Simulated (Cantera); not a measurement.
Input: 1 mol SiCl₄, 5.4 mol NH₃, held at 1523.15 K and 1330 Pa.

Equilibrium computed with Cantera from the NASA thermochemical tables; the gas is ideal and each condensed phase is pure. The tables' values for SiCl₃ are old estimates; treat these amounts as uncertain. The numbers say what is thermodynamically allowed, not how fast it happens.

| species | before | after |
|---|---|---|
| H₂ | 0.531 | 0.517 |
| HCl | 0.242 | 0.304 |
| N₂ | 0.189 | 0.172 |
| SiCl₂ | 0.0343 | 2.44e-6 |
| SiCl₄ | 0.000694 | 0.00662 |
| H | 0.000146 | 2.71e-8 |
| Cl | 5.34e-5 | 1.47e-8 |
| SiCl₃ | 0.00282 | 2.78e-5 |
| SiHCl₃ | 0.000171 | 9.70e-5 |
| Si₃N₄(s), mol | 0.176 | 0.306 |
Gas species are given as mole fractions.

Q: What was changed between the two runs?
A) temperature from 1523.15 K to 1025 K
B) temperature from 1523.15 K to 1948.15 K
C) temperature from 1523.15 K to 2025 K
D) SiCl₄ replaced by Si₂Cl₆

A: A, temperature from 1523.15 K to 1025 K
